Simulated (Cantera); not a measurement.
A closed system holds: 1 mol Zr, 1.2 mol NH₃, 2.1 mol H₂, equilibrated at 1298.15 K and 133 Pa.

These are equilibrium values from Cantera (NASA tables, ideal gas, pure condensed phases), not measurements of a reactor. Candidate condensed phases: Zr, ZrN; 11 gas species. ZrN: taken at fixed stoichiometry. Kinetics and transport are ignored.

Question: What is the equilibrium state?

Answer: 
| Property | Result |
|---|---|
| x(H₂) | 0.975 |
| x(N₂) | 0.0250 |
| x(H) | 2.90e-5 |
| n(ZrN(s)) | 1.00 mol |
| gas amount | 4.000 mol |
| log10 activity of Zr(β) (absent) | -7.61 |
